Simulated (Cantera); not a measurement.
Input (Python, Cantera) and output of one run.

```python
import numpy as np
import cantera as ct

gas_names = """
    AL ALCL ALCL2 ALCL3 ALN AL2 AL2CL6 CL CL2 N N2
""".split()
cond_names = """
    AL(cr) AL(L) ALCL3(s) ALCL3(L) ALN(s)
""".split()


# ... load() reads the species with a 1 bar reference pressure and builds the phases ...
atoms = {
    'Al': {'AL': 1},
    'Cl2': {'CL': 2},
    'N2': {'N': 2},
}
top_T = {'ALN(s)': 2750}  # K; cautious upper limits of use, not melting points


# ... equilibrate(T, P, feed) seeds the gas with the atoms and calls Mixture.equilibrate('TP', solver="vcs", rtol=1e-11, max_steps=5000) ...
results = []
feed = {'Al': 1, 'Cl2': 6.9, 'N2': 12}  # mol
P = 48000  # Pa
for T in [575, 625, 675, 725, 775, 825, 875, 925, 975, 1025, 1075, 1125, 1175, 1225]:
    mix = equilibrate(T, P, feed)
    results.append((T, P, feed, dict(zip(mix.species_names, mix.species_moles))))

top = {s: max(r[3][s] / sum(r[3][g] for g in gas_names) for r in results) for s in gas_names}
cols = sorted((s for s in top if top[s] > 1e-05), key=lambda s: -top[s])[:8]
seen = [c for c in cond_names if any(r[3].get(c, 0) > 1e-12 for r in results)]
print("log10 of partial pressures in bar; condensed amounts in mol")
print(f"{'T/K':>10s}" + "".join(f"{s[:9]:>10s}" for s in cols + seen))
for T, P, feed, n in results:
    ng = sum(n[g] for g in gas_names)
    print(f"{T:10.4g}" + "".join(f"{np.log10(max(n[s] / ng * P / 1e5, 1e-99)):10.3f}" for s in cols)
          + "".join(f"{n.get(c, 0):10.4g}" for c in seen))
```

Result:

```
log10 of partial pressures in bar; condensed amounts in mol
       T/K        N2       CL2     ALCL3    AL2CL6        CL
       575    -0.493    -0.840    -2.752    -1.903    -8.593
       625    -0.495    -0.841    -2.337    -1.957    -7.702
       675    -0.497    -0.844    -2.020    -2.071    -6.942
       725    -0.500    -0.846    -1.802    -2.276    -6.286
       775    -0.502    -0.849    -1.678    -2.582    -5.714
       825    -0.503    -0.850    -1.621    -2.953    -5.210
       875    -0.504    -0.851    -1.599    -3.333    -4.762
       925    -0.504    -0.851    -1.590    -3.693    -4.362
       975    -0.504    -0.851    -1.587    -4.021    -4.003
      1025    -0.504    -0.852    -1.585    -4.319    -3.678
      1075    -0.505    -0.852    -1.585    -4.589    -3.383
      1125    -0.505    -0.853    -1.584    -4.833    -3.114
      1175    -0.505    -0.854    -1.584    -5.056    -2.868
      1225    -0.505    -0.856    -1.585    -5.259    -2.642
```

Method: chemical equilibrium by Gibbs-energy minimisation in Cantera with the NASA 1993 tables (ideal gas, pure condensed phases).
